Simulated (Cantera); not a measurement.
A perfectly stirred reactor is fed with CO : H₂ : CH₄ : O₂ : N₂ = 1 : 0.052 : 0.34 : 4.12 : 15.5 (molar parts), at 1.70 bar; it is adiabatic with a 498 K inlet, and is followed from long to short residence time, starting on the burning branch (τ in s: 0.13, 0.045, 0.015, 0.0049, 0.0016, 0.00053, 0.00017, 5.8e-05, 1.9e-05, 6.3e-06).

Computed with Cantera and GRI-Mech 3.0 (53 species, 325 reactions).

x: mole fraction; the columns are a selection and need not sum to one.

```
τ (s)    T (K)     x CO      x H₂     x CH₄       x CH₃    x NO₂    x CH₂
-------  -----  -------  --------  --------  ----------  -------  -------
0.13      1306  0.00102   1.63e-5   2.40e-5  (withheld)  4.96e-8  1.78e-9
0.045     1295  0.00229   3.89e-5   5.11e-5  (withheld)  2.68e-8  4.04e-9
0.015     1263  0.00610  0.000113  0.000135  (withheld)  1.02e-8  8.59e-9
0.0049     498   0.0476   0.00247    0.0162      <1e-12   <1e-12   <1e-12
0.0016     498   0.0476   0.00247    0.0162      <1e-12   <1e-12   <1e-12
0.00053    498   0.0476   0.00247    0.0162      <1e-12   <1e-12   <1e-12
0.00017    498   0.0476   0.00247    0.0162      <1e-12   <1e-12   <1e-12
5.8e-5     498   0.0476   0.00247    0.0162      <1e-12   <1e-12   <1e-12
1.9e-5     498   0.0476   0.00247    0.0162      <1e-12   <1e-12   <1e-12
6.3e-6     498   0.0476   0.00247    0.0162      <1e-12   <1e-12   <1e-12
```

Problem. Fill in the missing entries.

Solution. 
- 0.13, x CH₃: 1.38e-6
- 0.045, x CH₃: 2.47e-6
- 0.015, x CH₃: 4.93e-6
